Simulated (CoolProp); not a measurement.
Vapour-liquid equilibrium of acetone (1) + n-hexane (2) at 165.05 °C; x and y are mole fractions of (1).

Computed with CoolProp (multi-fluid Helmholtz-energy mixture model, Lemmon 2006 and Thol 2019; pair parameters Bell 2016).

Give the bubble pressure and the first vapour's composition at x = 0.05, 0.35, 0.95. Is there an azeotrope?

x = 0.05: 1116 kPa, y = 0.119; x = 0.35: 1525 kPa, y = 0.466; x = 0.95: 1571 kPa, y = 0.931. y crosses x between x = 0.65 and 0.8: the model has an azeotrope there.

The pair parameters rest on a limited set of measurements; away from them the model extrapolates.
